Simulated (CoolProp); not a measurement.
Vapour-liquid equilibrium of R125 (1) + R115 (2) at 69.3 kPa; x and y are mole fractions of (1).

The numbers come from the multi-fluid Helmholtz-energy mixture model, Lemmon 2005 and Lemmon 2016; pair parameters Bell 2016 in CoolProp.

```
x     bubble temperature, mixture model (°C)  bubble temperature, Raoult's law (°C)  y, mixture model  y, Raoult's law
----  --------------------------------------  -------------------------------------  ----------------  ---------------
0.05                                   -49.3                                  -47.9             0.131            0.074
0.15                                   -52.0                                  -48.9             0.308            0.211
0.25                                   -53.7                                  -49.8                 …            0.335
0.35                                   -54.8                                  -50.7                 …            0.449
0.45                                   -55.6                                  -51.6                 …            0.553
0.55                                   -56.1                                  -52.4             0.631            0.649
0.65                                   -56.4                                  -53.1                 …            0.737
0.75                                   -56.5                                  -53.8             0.752            0.819
0.85                                   -56.4                                  -54.5             0.829            0.895
0.95                                       …                                  -55.2                 …            0.966
```

**Question.** Fill in the missing entries.

**Answer.** 
- 0.25, y, mixture model: 0.423
- 0.35, y, mixture model: 0.505
- 0.45, y, mixture model: 0.572
- 0.65, y, mixture model: 0.689
- 0.95, bubble temperature, mixture model (°C): -55.9
- 0.95, y, mixture model: 0.932

The largest gap from Raoult's law is -4.1 K in bubble temperature, at x = 0.35. y crosses x between x = 0.75 and 0.85: the model has an azeotrope there.

The pair parameters rest on a limited set of measurements; away from them the model extrapolates.
